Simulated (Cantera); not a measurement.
A closed system holds: 1 mol AlN, 14 mol Cl2, 45 mol H2, held at 1350 K and 1.50 mbar.

Method: chemical equilibrium by Gibbs-energy minimisation in Cantera with the NASA 1993 tables (ideal gas, pure condensed phases). Candidate condensed phases: Al, AlCl3, AlN, NH4Cl; 20 gas species. The tables' values for AlCl2 are old estimates; treat these amounts as uncertain. Rates play no part.

Base state: H2 0.551, HCl 0.424, AlCl3 0.0166, N2 0.00847, AlCl2 0.000265, AlCl 6.14e-5, H 4.57e-5, Cl 2.93e-5 (mole fractions); condensed: gas only.

### Question
What changes in the equilibrium state with this change: temperature from 1350 K to 1798 K?

### Answer
```csv
species,before,after
H2,0.551,0.526
HCl,0.424,0.438
AlCl,6.14e-5,0.0117
AlCl3,0.0166,0.00210
H,4.57e-5,0.00660
Cl,2.93e-5,0.00420
AlCl2,0.000265,0.00282
```

### Question
What changes in the equilibrium state with this change: H2 from 45 to 4.9 mol?

### Answer
| species | before | after |
|---|---|---|
| HCl | 0.424 | 0.457 |
| Cl | 2.93e-5 | 0.239 |
| Cl2 | 3.54e-9 | 0.235 |
| H2 | 0.551 | 9.63e-9 |
| AlCl3 | 0.0166 | 0.0466 |
| N2 | 0.00847 | 0.0233 |
| AlCl | 6.14e-5 | <1e-9 |
| H | 4.57e-5 | 6.04e-9 |

### Question
What changes in the equilibrium state with this change: H2 from 45 to 1.8 mol?

### Answer
```json
[
 {"species": "Cl2", "before": "3.54e-9", "after": "0.412"},
 {"species": "Cl", "before": "2.93e-5", "after": "0.316"},
 {"species": "HCl", "before": "0.424", "after": "0.192"},
 {"species": "H2", "before": "0.551", "after": "<1e-9"},
 {"species": "AlCl3", "before": "0.0166", "after": "0.0533"},
 {"species": "N2", "before": "0.00847", "after": "0.0266"},
 {"species": "AlCl", "before": "6.14e-5", "after": "<1e-9"},
 {"species": "H", "before": "4.57e-5", "after": "1.91e-9"},
 {"species": "AlCl2", "before": "0.000265", "after": "7.86e-8"}
]
```
